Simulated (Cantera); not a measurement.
Feed: 1 mol CO, 2.8 mol H₂, 19 mol N₂, at 10.0 mbar.

Method: chemical equilibrium by Gibbs-energy minimisation in Cantera with the NASA 1993 tables (ideal gas, pure condensed phases). Candidate condensed phases: C, C₆H₆, C₇H₈, C₈H₁₈, H₂O; 136 gas species. Rates play no part.

x: gas mole fraction; n: condensed amount in mol.

```json
[
 {"T (°C)": "700", "x N₂": "0.833", "x H₂": "0.123", "x CO": "0.0438", "x H": "3.79e-9", "x H₂O": "…", "n C(graphite)": "0.000735"},
 {"T (°C)": "750", "x N₂": "0.833", "x H₂": "0.123", "x CO": "0.0438", "x H": "1.45e-8", "x H₂O": "…", "n C(graphite)": "0.000180"},
 {"T (°C)": "800", "x N₂": "0.833", "x H₂": "0.123", "x CO": "0.0438", "x H": "4.91e-8", "x H₂O": "…", "n C(graphite)": "0"},
 {"T (°C)": "850", "x N₂": "0.833", "x H₂": "0.123", "x CO": "0.0439", "x H": "1.49e-7", "x H₂O": "…", "n C(graphite)": "0"},
 {"T (°C)": "900", "x N₂": "0.833", "x H₂": "0.123", "x CO": "0.0439", "x H": "4.13e-7", "x H₂O": "5.54e-6", "n C(graphite)": "0"},
 {"T (°C)": "950", "x N₂": "0.833", "x H₂": "0.123", "x CO": "0.0439", "x H": "1.05e-6", "x H₂O": "5.34e-6", "n C(graphite)": "0"},
 {"T (°C)": "1000", "x N₂": "0.833", "x H₂": "0.123", "x CO": "0.0439", "x H": "2.50e-6", "x H₂O": "5.28e-6", "n C(graphite)": "0"},
 {"T (°C)": "1050", "x N₂": "0.833", "x H₂": "0.123", "x CO": "0.0439", "x H": "5.56e-6", "x H₂O": "5.26e-6", "n C(graphite)": "0"},
 {"T (°C)": "1100", "x N₂": "0.833", "x H₂": "0.123", "x CO": "0.0439", "x H": "1.17e-5", "x H₂O": "5.27e-6", "n C(graphite)": "0"},
 {"T (°C)": "1150", "x N₂": "0.833", "x H₂": "0.123", "x CO": "0.0439", "x H": "2.33e-5", "x H₂O": "5.27e-6", "n C(graphite)": "0"},
 {"T (°C)": "1200", "x N₂": "0.833", "x H₂": "0.123", "x CO": "0.0439", "x H": "4.43e-5", "x H₂O": "5.28e-6", "n C(graphite)": "0"},
 {"T (°C)": "1250", "x N₂": "0.833", "x H₂": "0.123", "x CO": "0.0439", "x H": "8.10e-5", "x H₂O": "5.29e-6", "n C(graphite)": "0"}
]
```

**Question.** Complete the blanks.

**Answer.** 
- 700, x H₂O: 3.34e-5
- 750, x H₂O: 1.47e-5
- 800, x H₂O: 7.74e-6
- 850, x H₂O: 6.13e-6
